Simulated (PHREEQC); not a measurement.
Make-up at 20 °C: 13 mmol/kgw HNO3, 12 mmol/kgw CaCl2 and 4.5 mmol/kgw CuCl2. Closed to the air; pH follows from the charge balance.

All values are PHREEQC results (ion-association model, phreeqc.dat), not measurements.

The pH is 1.96 and the ionic strength is 0.0622 mol/kgw. The specific conductance is 7360 µS/cm. The density is 1.000 g/cm³ and the total alkalinity comes out as -13.0 meq/kg.

```
species  molality  activity   log γ
-------  --------  --------  ------
Cl-        0.0329    0.0263  -0.096
H+         0.0130    0.0110  -0.073
NO3-       0.0130    0.0103  -0.101
Ca+2       0.0120   0.00539  -0.348
Cu+2      0.00436   0.00200  -0.339
CuCl+    0.000138  0.000111  -0.095
CuCl2     1.46e-6   1.48e-6   0.006
CuOH+     2.26e-9   1.82e-9  -0.095
```

No solid was allowed to form. Complexes and solids missing from the database can't appear.
